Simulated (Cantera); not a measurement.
A closed system holds: 1 mol HBr, 2.6 mol H2, equilibrated at 1.10 mbar.

These are equilibrium values from Cantera (NASA tables, ideal gas, pure condensed phases), not measurements of a reactor. Candidate condensed phases: Br2; 5 gas species. The numbers say what is thermodynamically allowed, not how fast it happens.

log p: log10 of the partial pressure in bar; nothing condenses.

```
T (K)  log p H2     log p H   log p HBr    log p Br
-----  --------  ----------  ----------  ----------
1123      -3.10       -8.92       -3.52       -6.51
1223      -3.10       -8.07       -3.52       -5.93
1323      -3.10  (withheld)       -3.52  (withheld)
1423      -3.10       -6.73       -3.53       -5.02
1523      -3.10       -6.19       -3.55       -4.67
1623      -3.10       -5.71       -3.59       -4.38
1723      -3.10       -5.29       -3.65       -4.16
1823      -3.10  (withheld)  (withheld)  (withheld)
1923      -3.10       -4.58       -3.84       -3.86
2023      -3.11       -4.28       -3.97       -3.77
2123      -3.13       -4.01       -4.12       -3.72
2223      -3.17       -3.78       -4.28       -3.69
2323      -3.23       -3.58       -4.46       -3.69
2423      -3.31       -3.41       -4.66       -3.70
```

Problem. Some entries are withheld; supply them.

Solution. 
- 1323, log p H: -7.35
- 1323, log p Br: -5.44
- 1823, log p H: -4.91
- 1823, log p HBr: -3.73
- 1823, log p Br: -3.98
